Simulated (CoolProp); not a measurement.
Vapour-liquid equilibrium of sulfur hexafluoride (1) + CH2F2 (R32) (2) at 273.4 K; x and y are mole fractions of (1).

Values from CoolProp's multi-fluid Helmholtz-energy mixture model, Guder 2009 and Tillner-Roth 1997; pair parameters Bell 2016.

```
x     bubble pressure, mixture model (bar)  bubble pressure, Raoult's law (bar)  y, mixture model  y, Raoult's law
----  ------------------------------------  -----------------------------------  ----------------  ---------------
0.05                                 10.88                                8.417               ___            0.075
0.2                                  14.90                                9.078               ___            0.278
0.35                                 16.17                                9.739               ___            0.453
0.5                                    ___                                10.40               ___            0.606
0.65                                 16.74                                11.06             0.624            0.741
0.8                                    ___                                11.72             0.707            0.860
0.95                                   ___                                12.38             0.885            0.967
```

Question: Complete the blanks.

Answer: 
- 0.05, y, mixture model: 0.245
- 0.2, y, mixture model: 0.469
- 0.35, y, mixture model: 0.534
- 0.5, bubble pressure, mixture model (bar): 16.65
- 0.5, y, mixture model: 0.575
- 0.8, bubble pressure, mixture model (bar): 16.15
- 0.95, bubble pressure, mixture model (bar): 13.98

The largest gap from Raoult's law is +66.0 % in bubble pressure, at x = 0.35. y crosses x between x = 0.5 and 0.65: the model has an azeotrope there.

The pair parameters rest on a limited set of measurements; away from them the model extrapolates. With so large a gap from Raoult's law the liquid may split in two, which this calculation doesn't test in full.
